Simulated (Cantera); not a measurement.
Feed: 1 mol HF, 2.8 mol O2, 0.31 mol H2, at 5.18 Torr.

Equilibrium computed with Cantera from the NASA thermochemical tables; the gas is ideal and each condensed phase is pure. Candidate condensed phases: H2O; 22 gas species. Equilibrium is a limit: real reactors are often held back by kinetics, nucleation or transport.

x: gas mole fraction; nothing condenses.

```
T (K)   x O2   x HF     x O   x H2O    x OH       x H
-----  -----  -----  ------  ------  ------  --------
2073   0.655  0.250  0.0112  0.0712  0.0112  0.000723
2148   0.646  0.249  0.0187  0.0682  0.0152   0.00145
2223   0.635  0.247  0.0300  0.0642  0.0200   0.00275
2298   0.618  0.243  0.0465  0.0590  0.0254   0.00496
2373   0.595  0.239       …       …       …         …
2448   0.566  0.233       …       …       …         …
2523   0.528  0.225   0.142  0.0367  0.0411    0.0213
```

Task: Complete the blanks.

Result: 
- 2448, x O: 0.101
- 2448, x H2O: 0.0451
- 2448, x OH: 0.0366
- 2448, x H: 0.0138
- 2373, x O: 0.0696
- 2373, x H2O: 0.0526
- 2373, x OH: 0.0311
- 2373, x H: 0.00850
